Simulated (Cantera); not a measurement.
Feed: 1 mol Si₃H₈, 0.036 mol Cl₂, 53 mol N₂, 2.2 mol HCl, held at 19.0 mbar.

Method: chemical equilibrium by Gibbs-energy minimisation in Cantera with the NASA 1993 tables (ideal gas, pure condensed phases). Candidate condensed phases: NH₄Cl, Si, Si₃N₄; 28 gas species. The feed counts by its element totals alone. The tables' values for SiCl₃, SiCl are old estimates; treat these amounts as uncertain. Kinetics and transport are ignored. All values below are at 1698 K.

Base state: N₂ 0.891, H₂ 0.0755, HCl 0.0262, SiCl₂ 0.00650, H 0.000288, Cl 7.78e-5, SiCl₃ 6.95e-5, SiCl 1.49e-5 (mole fractions); condensed: Si₃N₄(s).

Problem. What changes in the equilibrium state with this change: HCl from 2.2 to 0.16 mol?

Solution. 
| species | before | after |
|---|---|---|
| N₂ | 0.891 | 0.924 |
| H₂ | 0.0755 | 0.0718 |
| HCl | 0.0262 | 0.00389 |
| SiCl₂ | 0.00650 | 0.000147 |
| SiCl₃ | 6.95e-5 | 2.40e-7 |
| SiCl | 1.49e-5 | 2.21e-6 |
| Cl | 7.78e-5 | 1.19e-5 |
| H | 0.000288 | 0.000281 |
| Si₃N₄(s), mol | 0.874 | 0.997 |
